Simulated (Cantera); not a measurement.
An isothermal, constant-pressure homogeneous reactor starts with H2 : O2 = 0.2 : 1 (molar parts), equivalence ratio 0.10, at 900 K and 29.3 Torr.

Cantera simulation using GRI-Mech 3.0 (53 species, 325 reactions); the numbers are that mechanism's predictions, not measurements. Radical loss at walls, strong at low pressure, is not modelled. Below about 950 K walls govern HO2 and H2O2 in real vessels. The temperature is held fixed by assumption; the heat of reaction is taken as removed at once.

x: mole fraction; the columns are a selection and need not sum to one.

| t (s) | x H2 | x O2 | x H2O2 | x HO2 | x OH | x H |
|---|---|---|---|---|---|---|
| 0.000300 | 0.167 | 0.833 | <1e-12 | 7.16e-11 | 1.95e-11 | 1.29e-10 |
| 0.000823 | 0.167 | 0.833 | <1e-12 | 1.24e-9 | 1.11e-9 | 7.09e-9 |
| 0.00226 | 0.166 | 0.833 | ___ | 2.02e-5 | 5.74e-5 | 0.000341 |
| 0.00620 | 0.00648 | 0.817 | ___ | 4.14e-5 | 0.000577 | 0.000454 |
| 0.0170 | 0.00184 | 0.818 | ___ | 1.79e-5 | 0.000121 | 2.04e-5 |
| 0.0468 | 0.000584 | 0.818 | ___ | 7.87e-6 | 5.09e-5 | 2.51e-6 |
| 0.128 | 0.000146 | 0.818 | ___ | 2.72e-6 | 2.45e-5 | 2.86e-7 |
| 0.352 | 2.41e-5 | 0.818 | ___ | 5.86e-7 | 1.21e-5 | 2.32e-8 |
| 0.967 | 2.46e-6 | 0.818 | ___ | 8.16e-8 | 5.39e-6 | 1.27e-9 |
| 2.65 | 1.65e-7 | 0.818 | ___ | 1.15e-8 | 2.38e-6 | 7.33e-11 |
| 7.29 | 6.40e-9 | 0.818 | ___ | 2.44e-9 | 1.17e-6 | 7.04e-12 |
| 20.0 | 4.09e-10 | 0.818 | ___ | 7.53e-10 | 6.32e-7 | 1.09e-12 |

Task: Some entries are withheld; supply them.

Result: 
- 0.00226, x H2O2: 2.85e-8
- 0.00620, x H2O2: 2.07e-6
- 0.0170, x H2O2: 1.25e-6
- 0.0468, x H2O2: 7.59e-7
- 0.128, x H2O2: 3.37e-7
- 0.352, x H2O2: 1.07e-7
- 0.967, x H2O2: 3.57e-8
- 2.65, x H2O2: 1.25e-8
- 7.29, x H2O2: 4.46e-9
- 20.0, x H2O2: 1.70e-9
